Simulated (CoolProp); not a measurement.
A closed Brayton cycle with nitrogen: compressor inlet 316.15 K and 0.74 MPa, high pressure 2.02 MPa, turbine inlet 945 K, compressor efficiency 0.85, turbine efficiency 0.85, recuperator effectiveness 0.9 (on enthalpy, no pinch check). Each further row changes one setting.

Model: reference Helmholtz-energy equation of state, Span 2000, in CoolProp.

| case | thermal efficiency (%) | net work (kJ/kg) | compressor to turbine work | compressor exit (K) | turbine exit (K) |
|---|---|---|---|---|---|
| as stated | 33.5 | 82.8 | 0.61 | 439.7 | 759.3 |
| turbine inlet 895 K | 30.9 | 71.4 | 0.64 | 439.7 | 717.6 |
| compressor inlet 326.15 K | 32.1 | 78.7 | 0.63 | 453.5 | 759.3 |
| high pressure 1.72 MPa | 34.1 | 75.8 | 0.58 | 417.5 | 786.3 |
| recuperator effectiveness 0.5 | 21.5 | 82.8 | 0.61 | 439.7 | 759.3 |
